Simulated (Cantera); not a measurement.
An adiabatic, constant-volume homogeneous reactor starts with CH4 : CO : O2 : N2 : CO2 = 1 : 0.059 : 1.13 : 4.24 : 0.16 (molar parts), equivalence ratio 1.8, at 1400 K and 130000 Pa.

Model: GRI-Mech 3.0 (53 species, 325 reactions), integrated in Cantera.

One state of this run: T (K) = 2760; P (bar) = 2.93; x CH4 = 1.01e-11; x CO = 0.133; x O2 = 0.000259; x CH3 = 2.20e-11; x H2 = 0.103; x CH2O = 1.62e-8; x CH2 = 5.28e-12. x: mole fraction; the columns are a selection and need not sum to one.

Which value of t (s) does it belong to?
A) 2.00e-6
B) 6.00
C) 0.000288
D) 5.50e-5

B, 6.00
